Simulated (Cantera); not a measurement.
A closed system holds: 1 mol SiHCl₃, 0.019 mol C₂H₄, 820 mol H₂, equilibrated at 2350 K and 0.180 bar.

Cantera equilibrium calculation (NASA polynomials, part measured and part estimated; ideal gas, pure solids and liquids). Candidate condensed phases: C, C₆H₆, C₇H₈, C₈H₁₈, Si, SiC; 109 gas species. The tables' values for SiCl are old estimates; treat these amounts as uncertain. Gases not in the tables: Si₂H₆ and higher silanes. Kinetics and transport are ignored.

Base state: H₂ 0.966, H 0.0289, HCl 0.00350, Si 0.000968, SiH 0.000136, Cl 7.50e-5, SiH₂ 6.73e-5, C₂H₂ (acetylene) 1.86e-5 (mole fractions); condensed: gas only.

Problem. What changes in the equilibrium state with this change: temperature from 2350 K to 1223.15 K?

Solution. 
| species | before | after |
|---|---|---|
| H₂ | 0.966 | 0.996 |
| HCl | 0.00350 | 0.00357 |
| SiCl₂ | 2.58e-6 | 3.11e-5 |
| H | 0.0289 | 7.09e-7 |
| Si | 0.000968 | <1e-9 |
| SiH | 0.000136 | <1e-9 |
| Cl | 7.50e-5 | 2.19e-9 |
| C₂H₂ (acetylene) | 1.86e-5 | <1e-9 |
| Si(s), mol | 0 | 0.934 |
| SiC(s), mol | 0 | 0.0342 |
Mutual solubility and eutectic melting of coexisting phases are not modelled.
